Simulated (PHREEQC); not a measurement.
Consider water at 55 °C with 5.5 mmol/kgw TMAH and 4.3 mmol/kgw CO2. Closed to the air; pH follows from the charge balance.

Model: ion-association model, phreeqc.dat, run in PHREEQC.

### Question
The ionic strength comes out as 0.00645 mol/kgw. What activity coefficients do HCO3-, OH-, CO3-2 get?

### Answer
HCO3- 0.92, OH- 0.91, CO3-2 0.70.

No solid was allowed to form. Complexes and solids missing from the database can't appear. (CH3)4N+ isn't in the database: it is added as a free cation with an ion size of 4 Å. At this temperature some constants are extrapolated from 25 °C, and those without enthalpy data are left unchanged.
